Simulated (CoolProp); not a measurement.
The numbers come from the reference Helmholtz-energy equation of state, Lemmon 2006 in CoolProp. It is a short technical equation, of lower accuracy than the large ones.

**Question.** For carbonyl sulfide, give the phase and the cp (kJ/(kg K)), expansivity (1/kK), fugacity coefficient at 55.35 °C and 7080 kPa.

**Answer.** 
- 55.35 °C and 7080 kPa: liquid; cp 1.45, expansivity 3.63, fugacity coefficient 0.318
